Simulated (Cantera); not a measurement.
**Diamond growth**

A diamond (100) surface in a fixed gas of H2 with x(CH4) = 0.0047, x(CH3) = 0.00023, at 900 K, 1600 Pa; coverages are run to steady state.

Detailed kinetics in Cantera: the Harris–Goodwin 1993 mechanism for the reconstructed diamond (100) surface.

```tsv
x(H)	growth (µm/h)	θ c6HH	θ c6H*	θ c6*H	θ c6**	θ c6HM
0.0001	0.281	0.291	0.00410	0.115	0.000920	0.474
0.00021	0.466	0.375	0.00547	0.153	0.00162	0.374
0.00045	0.684	0.475	0.00705	0.198	0.00249	0.256
0.00097	0.876	0.563	0.00844	0.236	0.00326	0.152
0.0021	1.01	0.623	0.00940	0.263	0.00380	0.0808
0.0044	1.08	0.657	0.00993	0.278	0.00410	0.0414
0.0093	1.12	0.675	0.0102	0.286	0.00426	0.0203
0.02	1.14	0.684	0.0104	0.290	0.00434	0.00960
0.042	1.15	0.688	0.0105	0.291	0.00439	0.00461
```
θ: site fractions in the mechanism's names (c6HH fully hydrogenated, c6H* and c6*H radical sites, c6** diradical, c6HM methylated).
